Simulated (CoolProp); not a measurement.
Vapour-liquid equilibrium of R245fa (1) + isopentane (2) at 333.3 K; x and y are mole fractions of (1).

The numbers come from the multi-fluid Helmholtz-energy mixture model, Akasaka 2015 and Lemmon 2006; pair parameters Bell 2016 in CoolProp.

```
x     bubble pressure, mixture model (MPa)  bubble pressure, Raoult's law (MPa)  y, mixture model  y, Raoult's law
----  ------------------------------------  -----------------------------------  ----------------  ---------------
0.05                                     ?                               0.2838                 ?            0.082
0.2                                 0.4515                               0.3123             0.467            0.297
0.35                                     ?                               0.3408                 ?            0.477
0.5                                 0.5452                               0.3693             0.639            0.629
0.65                                0.5563                               0.3979                 ?            0.759
0.8                                      ?                               0.4264                 ?            0.871
0.95                                0.5064                               0.4549                 ?            0.970
```

Q: Complete the blanks.

A: 
- 0.05, bubble pressure, mixture model (MPa): 0.3306
- 0.05, y, mixture model: 0.195
- 0.35, bubble pressure, mixture model (MPa): 0.5157
- 0.35, y, mixture model: 0.579
- 0.65, y, mixture model: 0.684
- 0.8, bubble pressure, mixture model (MPa): 0.5525
- 0.8, y, mixture model: 0.741
- 0.95, y, mixture model: 0.886

The largest gap from Raoult's law is +51.3 % in bubble pressure, at x = 0.35. y crosses x between x = 0.65 and 0.8: the model has an azeotrope there.

The pair parameters rest on a limited set of measurements; away from them the model extrapolates. With so large a gap from Raoult's law the liquid may split in two, which this calculation doesn't test in full.
